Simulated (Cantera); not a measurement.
A perfectly stirred reactor is fed with H2 : O2 : N2 = 1.7 : 1 : 1.6 (molar parts), equivalence ratio 0.85, at 1.00 bar; it is held at 1225 K, and followed from long to short residence time.

Model: GRI-Mech 3.0 (53 species, 325 reactions), integrated in Cantera. The temperature is held fixed by assumption; the heat of reaction is taken as removed at once.

Task: What does this change do: temperature 1225 to 1125 K?

Result: 
```tsv
quantity	before	after
x(H2) at τ = 8.60 s	0.000180	0.00120
x(O2) at τ = 8.60 s	0.0436	0.0440
x(OH) at τ = 8.60 s	2.09e-5	2.97e-6
x(H) at τ = 8.60 s	3.03e-7	2.80e-7
x(H2O) at τ = 8.60 s	0.493	0.491
x(H2) at τ = 55.0 ms	0.00331	0.0262
x(O2) at τ = 55.0 ms	0.0450	0.0559
x(OH) at τ = 55.0 ms	0.000165	1.78e-5
x(H) at τ = 55.0 ms	3.88e-5	2.55e-5
x(H2O) at τ = 55.0 ms	0.488	0.460
```

Task: What does this change do: N2 1.6 to 13 parts?

Result: 
```json
[
 {"quantity": "x(H2) at τ = 8.60 s", "before": "0.000180", "after": "3.29e-5"},
 {"quantity": "x(O2) at τ = 8.60 s", "before": "0.0436", "after": "0.0101"},
 {"quantity": "x(OH) at τ = 8.60 s", "before": "2.09e-5", "after": "3.96e-5"},
 {"quantity": "x(H) at τ = 8.60 s", "before": "3.03e-7", "after": "7.15e-7"},
 {"quantity": "x(H2O) at τ = 8.60 s", "before": "0.493", "after": "0.114"},
 {"quantity": "x(H2) at τ = 55.0 ms", "before": "0.00331", "after": "0.000876"},
 {"quantity": "x(O2) at τ = 55.0 ms", "before": "0.0450", "after": "0.0105"},
 {"quantity": "x(OH) at τ = 55.0 ms", "before": "0.000165", "after": "0.000220"},
 {"quantity": "x(H) at τ = 55.0 ms", "before": "3.88e-5", "after": "0.000104"},
 {"quantity": "x(H2O) at τ = 55.0 ms", "before": "0.488", "after": "0.113"}
]
```
